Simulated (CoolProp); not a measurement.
Values from CoolProp's reference Helmholtz-energy equation of state, Lemmon 2016.

### Question
Give the vapour pressure (MPa), liquid density (kg/m³), liquid cp (kJ/(kg K)) of saturated R365MFC at 53.85, 62.55, 92.85 °C.

### Answer
| T (°C) | p (MPa) | liquid density (kg/m³) | liquid cp (kJ/(kg K)) |
|---|---|---|---|
| 53.85 | 0.162 | 1190 | 1.44 |
| 62.55 | 0.213 | 1170 | 1.46 |
| 92.85 | 0.492 | 1100 | 1.54 |
